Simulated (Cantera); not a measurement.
Input: 1 mol Al(CH3)3, 1.7 mol O2, 9.3 mol N2, held at 1500 K and 0.495 Torr.

Equilibrium computed with Cantera from the NASA thermochemical tables; the gas is ideal and each condensed phase is pure. Candidate condensed phases: Al, AlN, Al2O3, C, C6H6, C7H8, C8H18, H2O; 148 gas species. The feed counts by its element totals alone. Mutual solubility and eutectic melting of coexisting phases are not modelled. The numbers say what is thermodynamically allowed, not how fast it happens.

What is the equilibrium state?


| Item | Result |
|---|---|
| x(N2) | 0.544 |
| x(H2) | 0.274 |
| x(CO) | 0.182 |
| x(H) | 0.000358 |
| x(HCN) | 4.83e-5 |
| x(Al) | 4.95e-6 |
| n(AlN(s)) | 0.733 mol |
| n(Al2O3(s)) | 0.134 mol |
| gas amount | 16.44 mol |
| log10 activity of C(graphite) (absent) | -0.93 |
| log10 activity of Al(l) (absent) | -3.61 |
